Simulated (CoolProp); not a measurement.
Propyne at 456.68 K and 5.85 MPa is throttled through a valve to 3.78 MPa with no heat exchange. Each further row changes one setting.

Model: reference Helmholtz-energy equation of state, Polt 1992, in CoolProp. This equation is an older, rougher fit; its heat capacities, sound speeds and derivatives of the liquid may be far off and weren't checked against measurements.

```
case                      temperature change (K)  final density (kg/m³)
------------------------  ----------------------  ---------------------
as stated                                  -15.5                    [?]
outlet pressure 1.13 MPa                     [?]                    [?]
outlet pressure 4.91 MPa                     [?]                    [?]
```

Q: What belongs in the gaps?

A: 
- as stated, final density (kg/m³): 51.0
- outlet pressure 1.13 MPa, temperature change (K): -37.1
- outlet pressure 1.13 MPa, final density (kg/m³): 13.9
- outlet pressure 4.91 MPa, temperature change (K): -6.8
- outlet pressure 4.91 MPa, final density (kg/m³): 68.8
